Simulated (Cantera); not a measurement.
A closed system holds: 1 mol SiCl4, 0.72 mol Cl2, 0.31 mol H2, at 502 °C and 1.60 bar.

These are equilibrium values from Cantera (NASA tables, ideal gas, pure condensed phases), not measurements of a reactor. Candidate condensed phases: Si; 19 gas species. Rates play no part.

Question: What is the equilibrium state?

Answer: 
- x(SiCl4) = 0.493
- x(HCl) = 0.305
- x(Cl2) = 0.202
- x(Cl) = 1.83e-6
- gas amount = 2.030 mol
- log10 activity of Si(s) (absent) = -36.86
